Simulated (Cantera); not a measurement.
Charge: 1 mol Fe(CO)₅, 1.2 mol N₂, 0.57 mol O₂, equilibrated at 752 °C and 1.00 bar.

These are equilibrium values from Cantera (NASA tables, ideal gas, pure condensed phases), not measurements of a reactor. Candidate condensed phases: C, Fe, Fe(CO)₅, FeO, Fe₂O₃, Fe₃O₄; 27 gas species. Mutual solubility and eutectic melting of coexisting phases are not modelled. The tables' stoichiometric FeO is somewhat more stable than real wüstite, so its field is too wide. FeO: taken at fixed stoichiometry. The numbers say what is thermodynamically allowed, not how fast it happens.

Base state: CO 0.647, N₂ 0.194, CO₂ 0.159 (mole fractions); condensed: Fe(α) + FeO(s).

Problem. What changes in the equilibrium state with this change: temperature from 752 °C to 677 °C?

Solution. 
| species | before | after |
|---|---|---|
| CO | 0.647 | 0.435 |
| CO₂ | 0.159 | 0.316 |
| N₂ | 0.194 | 0.249 |
| Fe(α), mol | 0.846 | 0 |
| FeO(s), mol | 0.154 | 1.00 |
| C(graphite), mol | 0 | 1.38 |

Problem. What changes in the equilibrium state with this change: 0.21 mol H₂ added?

Solution. 
```
species      before    after
-----------  ------  -------
CO            0.647    0.626
N₂            0.194    0.187
CO₂           0.159    0.154
H₂                0   0.0275
H₂O               0  0.00520
CH₄               0  4.86e-5
Fe(α), mol    0.846    0.879
FeO(s), mol   0.154    0.121
```
Further candidate phases: C₆H₆, C₇H₈, C₈H₁₈, Fe(OH)₂, Fe(OH)₃, H₂O.

Problem. What changes in the equilibrium state with this change: Fe(CO)₅ replaced by Hg?

Solution. 
```tsv
species	before	after
N₂	0.194	0.433
Hg	0	0.361
O₂	<1e-9	0.206
CO	0.647	0
CO₂	0.159	0
NO	<1e-9	3.00e-5
Fe(α), mol	0.846	0
FeO(s), mol	0.154	0
```
Further candidate phases: Hg, HgO.
